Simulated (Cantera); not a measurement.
What does this Cantera script print?

```python
import numpy as np
import cantera as ct

gas = ct.Solution("gri30.yaml")


def delay(T, t_max=10):
    gas.TPX = T, 1000000, {'CH4': 1, 'O2': 4.55, 'N2': 17.1}
    reactor = ct.IdealGasConstPressureReactor(gas, clone=False)
    net = ct.ReactorNet([reactor])
    net.rtol, net.atol = 1e-8, 1e-16
    while net.time < t_max:
        t_old, T_old = net.time, reactor.T
        net.step()
        if reactor.T > T + 400:  # ignition: a rise of 400 K
            return t_old + (T + 400 - T_old) / (reactor.T - T_old) * (net.time - t_old)
    return np.nan


taus = []
for T in [1000, 1050, 1100, 1150, 1200, 1250, 1300, 1350, 1400, 1450]:
    taus.append(delay(T))
    print(f"T0 = {T:6g} K   tau = {taus[-1]:.4e} s")
```

Output:

```
T0 =   1000 K   tau = 6.9376e-02 s
T0 =   1050 K   tau = 2.9015e-02 s
T0 =   1100 K   tau = 1.3279e-02 s
T0 =   1150 K   tau = 6.5320e-03 s
T0 =   1200 K   tau = 3.3985e-03 s
T0 =   1250 K   tau = 1.8479e-03 s
T0 =   1300 K   tau = 1.0419e-03 s
T0 =   1350 K   tau = 6.0641e-04 s
T0 =   1400 K   tau = 3.6337e-04 s
T0 =   1450 K   tau = 2.2379e-04 s
```

Model: GRI-Mech 3.0 (53 species, 325 reactions), integrated in Cantera.
